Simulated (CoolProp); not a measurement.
Methanol at 293.15 K and 5.6 MPa flows at 7.7 m/s in a round tube of 25 mm bore and 0.25 µm roughness, fully developed (64/Re and Nu = 3.66 if laminar; Colebrook and Gnielinski if turbulent). Each further row changes one setting.

The numbers come from the reference Helmholtz-energy equation of state, de Reuck 1993 in CoolProp.

| case | Reynolds number | Darcy friction factor | pressure drop (Pa/m) | heat-transfer coefficient (W/(m² K)) | mass flow (kg/h) |
|---|---|---|---|---|---|
| as stated | 253000 | 0.0150 | 14200 | 11300 | 10800 |
| velocity 15.4 m/s | 507000 | 0.0133 | 50100 | ? | ? |
| diameter 50 mm | 507000 | ? | 6230 | 10300 | 43300 |

Q: Fill in the missing entries.

A: 
- velocity 15.4 m/s, heat-transfer coefficient (W/(m² K)): 20700
- velocity 15.4 m/s, mass flow (kg/h): 21700
- diameter 50 mm, Darcy friction factor: 0.0132

Viscosity comes from a separate model (Xiang 2006). Thermal conductivity comes from a separate model (Sykioti 2013).
